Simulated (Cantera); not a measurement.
Input: 1 mol Si(CH3)4, 0.14 mol C2H4, 8.7 mol H2, held at 1775 K and 0.0140 bar.

Equilibrium computed with Cantera from the NASA thermochemical tables; the gas is ideal and each condensed phase is pure. Candidate condensed phases: C, C6H6, C7H8, C8H18, Si, SiC; 87 gas species. Rates play no part.

Base state: H2 0.997, H 0.00244, C2H2 (acetylene) 0.000142, CH4 1.17e-5 (mole fractions); condensed: C(graphite) + SiC(s).

**Question.** What changes in the equilibrium state with this change: temperature from 1775 K to 1375 K?

**Answer.** 
```
species             before    after
----------------  --------  -------
H2                   0.997    1.000
CH4                1.17e-5  6.97e-5
H                  0.00244  2.90e-5
C2H2 (acetylene)  0.000142  1.78e-6
C(graphite), mol      3.28     3.28
SiC(s), mol          1.000     1.00
```
